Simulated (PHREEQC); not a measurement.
Synthetic water in mg/L, 65 °C, pH 6.77, pe 8.2:

```csv
constituent,mg/L
Na,0.0112
K,0.000767
Ca,0.146
Mg,0.0472
Cl,0.0677
S(6) as SO4,0.175
Alkalinity as HCO3,0.387
Sr,0.000408
Pb,0.000633
Zn,0.00137
Cd,0.0222
Ba,0.00304
N(5) as NO3,0.0152
```

Cl is adjusted to close the charge balance.
Valence states are taken as typed.

Equilibrium calculation in PHREEQC: ion-association model, wateq4f.dat.

| quantity | before | after |
|---|---|---|
| HCO3- (mol/kgw) | 5.79e-6 | 6.65e-6 |
| CO2 (mol/kgw) | 1.94e-6 | 7.05e-6 |
| Zn+2 (mol/kgw) | 1.91e-8 | 2.03e-8 |
| Pb+2 (mol/kgw) | 2.63e-9 | 2.89e-9 |
| CO3-2 (mol/kgw) | 2.55e-9 | 9.25e-10 |
| MgSO4 (mol/kgw) | 1.96e-9 | 1.96e-9 |
| SI of Pb(OH)2 (Pb(OH)2) | -1.99 | -2.95 |
| SI of Otavite (CdCO3) | -3.22 | -3.66 |

Q: Name the change that produced these shifts.
A. Ba from 0.00304 to 0.00152 mg/L
B. all concentrations times 4 at the same typed pH
C. pH from 6.77 to 6.27 at the same alkalinity

A: C, pH from 6.77 to 6.27 at the same alkalinity

Precipitation was switched off in this run. Constants without temperature data keep their 25 °C values here.
